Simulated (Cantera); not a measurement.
**Thermodynamics of aluminium nitride and oxide growth, feed Al(CH₃)₃ + N₂**

Feed: 1 mol Al(CH₃)₃, 1.1 mol N₂, equilibrated at 18.0 Pa.

Method: chemical equilibrium by Gibbs-energy minimisation in Cantera with the NASA 1993 tables (ideal gas, pure condensed phases). Candidate condensed phases: Al, AlN, C, C₆H₆, C₇H₈, C₈H₁₈; 97 gas species. The feed counts by its element totals alone. Rates play no part.

From 625 K to 1725 K the condensed part is AlN(s) + C(graphite). From 1825 K to 1925 K the condensed part is C(graphite).

```tsv
T (K)	log p H₂	log p N₂	log p Al	log p H	log p CH₄	n AlN(s)	n C(graphite)
625	-3.80	-4.67	<-15	<-15	-5.92	1.00	2.97
725	-3.80	-4.67	<-15	-14.93	-6.89	1.00	3.00
825	-3.80	-4.67	<-15	-13.00	-7.64	1.00	3.00
925	-3.80	-4.67	<-15	-11.48	-8.24	1.00	3.00
1025	-3.80	-4.67	<-15	-10.26	-8.73	1.00	3.00
1125	-3.80	-4.67	-15.29	-9.25	-9.14	1.00	3.00
1225	-3.80	-4.67	-12.87	-8.41	-9.48	1.00	3.00
1325	-3.80	-4.67	-10.81	-7.69	-9.77	1.00	3.00
1425	-3.80	-4.67	-9.04	-7.07	-10.02	1.000	3.00
1525	-3.80	-4.68	-7.51	-6.53	-10.24	0.999	3.00
1625	-3.80	-4.67	-6.17	-6.05	-10.44	0.980	3.00
1725	-3.84	-4.62	-5.01	-5.65	-10.69	0.696	2.99
1825	-3.93	-4.53	-4.57	-5.32	-11.00	0	2.98
1925	-3.94	-4.54	-4.58	-4.99	-11.17	0	2.97
```
log p: log10 of the partial pressure in bar; n: condensed amount in mol.
